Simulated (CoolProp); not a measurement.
Model: reference Helmholtz-energy equation of state, McLinden 2020, in CoolProp.

Q: Give the vapour pressure (MPa), vapour density (kg/m³), liquid cp (kJ/(kg K)) of saturated R1336mzz(Z) at 361.7 K.

A: 
```
T (K)  p (MPa)  vapour density (kg/m³)  liquid cp (kJ/(kg K))
-----  -------  ----------------------  ---------------------
361.7    0.535                    34.9                   1.37
```
